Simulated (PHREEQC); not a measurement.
0.052 g of hydrous ferric oxide (600 m²/g; 0.2 weak and 0.005 strong sites per Fe, Dzombak-Morel constants, diffuse double layer) in 1 kg of water with 0.005 mol/kgw of an inert sodium salt and 0.011 mmol/kgw CuCl2, at 25 °C; the pH is set by adding NaOH or the inert anion's acid. O2 is buffered at 0.21 atm. The system is closed to CO2. Nothing may precipitate in this run.

Equilibrium calculation in PHREEQC: ion-association model, wateq4f.dat.

Predict Cu sorbed (%), surface charge σ (C/m²), surface potential ψ (mV) at pH = 3, 3.5, 6.5, 7.5, 8.5.


| pH | Cu sorbed (%) | surface charge σ (C/m²) | surface potential ψ (mV) |
|---|---|---|---|
| 3 | 0.0 | 0.303 | 215 |
| 3.5 | 0.1 | 0.242 | 207 |
| 6.5 | 95.4 | 0.027 | 97 |
| 7.5 | 99.1 | 0.008 | 44 |
| 8.5 | 99.0 | -0.002 | -12 |

The database's constant for dissolved Cu(OH)2 is higher than later reviews accept. The oxide is taken as insoluble; below pH 4 it would dissolve.
